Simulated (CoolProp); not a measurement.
The fluid at 423.65 K and 17.5 MPa flows at 0.29 m/s in a round tube of 10 mm bore and 1.5 µm roughness, fully developed (64/Re and Nu = 3.66 if laminar; Colebrook and Gnielinski if turbulent). The same conditions are run with several fluids, on thermodynamics alone (safety and materials aside).

The numbers come from the reference Helmholtz-energy equation of state of each fluid (carbon dioxide: Span 1996; R143a: Lemmon and Jacobsen 2000; R152A: Outcalt 1996; R410A: Lemmon 2003; sulfur hexafluoride: Guder 2009) in CoolProp. Blends and air are pseudo-pure fits.

```
fluid                Reynolds number  Darcy friction factor  pressure drop (Pa/m)  heat-transfer coefficient (W/(m² K))  mass flow (kg/h)
-------------------  ---------------  ---------------------  --------------------  ------------------------------------  ----------------
carbon dioxide                 29500                 0.0240                  28.2                                   357               [?]
R143a                          31800                 0.0236                  64.2                                   702               [?]
R152A                          26900                 0.0245                   [?]                                   835               [?]
R410A                          34300                 0.0232                   [?]                                   683              50.5
sulfur hexafluoride            43100                 0.0221                   [?]                                   [?]              77.0
```

Problem. Complete the blanks.

Solution. 
- carbon dioxide, mass flow (kg/h): 22.9
- R143a, mass flow (kg/h): 53.1
- R152A, pressure drop (Pa/m): 66.9
- R152A, mass flow (kg/h): 53.3
- R410A, pressure drop (Pa/m): 60.1
- sulfur hexafluoride, pressure drop (Pa/m): 87.2
- sulfur hexafluoride, heat-transfer coefficient (W/(m² K)): 698

Transport values come from each fluid's own correlations; those of R143a, R152A are estimates that may be off by 10 % or more.
